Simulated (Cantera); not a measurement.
A freely propagating, adiabatic, planar premixed flame of 9.60 % CH4, 2.30 % CO, 18.5 % O2, 69.6 % N2, unburnt at 700 K and 4500 Torr; mixture-averaged transport, grid criteria slope 0.08 and curve 0.16, no radiation.

Detailed kinetics in Cantera: GRI-Mech 3.0 (53 species, 325 reactions). Burning velocities carry a grid error of a few per cent, more on coarse grids.

x: mole fraction of selected species; z is measured from the peak of heat release.

```json
[
 {"z (mm)": "-0.220", "T (K)": "700", "u (m/s)": "1.06", "x CH4": "0.0958", "x CO": "0.0230", "x O2": "0.185", "x O": "<1e-8", "x NO": "<1e-8", "x C2H": "<1e-8"},
 {"z (mm)": "-0.147", "T (K)": "704", "u (m/s)": "1.07", "x CH4": "0.0952", "x CO": "0.0230", "x O2": "0.184", "x O": "<1e-8", "x NO": "2.35e-8", "x C2H": "<1e-8"},
 {"z (mm)": "-0.110", "T (K)": "717", "u (m/s)": "1.10", "x CH4": "0.0940", "x CO": "0.0232", "x O2": "0.183", "x O": "<1e-8", "x NO": "1.03e-7", "x C2H": "<1e-8"},
 {"z (mm)": "-0.0734", "T (K)": "?", "u (m/s)": "1.22", "x CH4": "0.0884", "x CO": "0.0247", "x O2": "0.177", "x O": "?", "x NO": "?", "x C2H": "<1e-8"},
 {"z (mm)": "-0.0367", "T (K)": "1184", "u (m/s)": "1.84", "x CH4": "0.0617", "x CO": "0.0359", "x O2": "0.142", "x O": "7.19e-6", "x NO": "6.54e-6", "x C2H": "<1e-8"},
 {"z (mm)": "-0.0183", "T (K)": "1595", "u (m/s)": "2.50", "x CH4": "0.0334", "x CO": "0.0503", "x O2": "0.0997", "x O": "8.47e-5", "x NO": "1.56e-5", "x C2H": "2.12e-8"},
 {"z (mm)": "0", "T (K)": "1992", "u (m/s)": "3.14", "x CH4": "0.00762", "x CO": "0.0636", "x O2": "0.0518", "x O": "0.000574", "x NO": "3.10e-5", "x C2H": "7.27e-7"},
 {"z (mm)": "0.0183", "T (K)": "2173", "u (m/s)": "3.42", "x CH4": "?", "x CO": "0.0598", "x O2": "?", "x O": "?", "x NO": "?", "x C2H": "?"},
 {"z (mm)": "0.0367", "T (K)": "2239", "u (m/s)": "3.50", "x CH4": "1.73e-5", "x CO": "0.0504", "x O2": "0.0149", "x O": "0.00216", "x NO": "6.68e-5", "x C2H": "2.70e-8"},
 {"z (mm)": "0.0734", "T (K)": "2313", "u (m/s)": "3.60", "x CH4": "3.18e-8", "x CO": "0.0417", "x O2": "0.00968", "x O": "0.00179", "x NO": "8.28e-5", "x C2H": "<1e-8"},
 {"z (mm)": "0.147", "T (K)": "2388", "u (m/s)": "3.70", "x CH4": "<1e-8", "x CO": "0.0371", "x O2": "0.00649", "x O": "0.00112", "x NO": "0.000103", "x C2H": "<1e-8"},
 {"z (mm)": "0.293", "T (K)": "2447", "u (m/s)": "3.77", "x CH4": "<1e-8", "x CO": "0.0340", "x O2": "0.00407", "x O": "0.000619", "x NO": "0.000131", "x C2H": "<1e-8"},
 {"z (mm)": "0.587", "T (K)": "2482", "u (m/s)": "3.82", "x CH4": "<1e-8", "x CO": "0.0320", "x O2": "0.00259", "x O": "0.000370", "x NO": "0.000170", "x C2H": "<1e-8"}
]
```

Problem. What belongs in the gaps?

Solution. 
- -0.0734, T (K): 791
- -0.0734, x O: 2.79e-8
- -0.0734, x NO: 7.03e-7
- 0.0183, x CH4: 0.000510
- 0.0183, x O2: 0.0244
- 0.0183, x O: 0.00169
- 0.0183, x NO: 5.18e-5
- 0.0183, x C2H: 5.11e-7
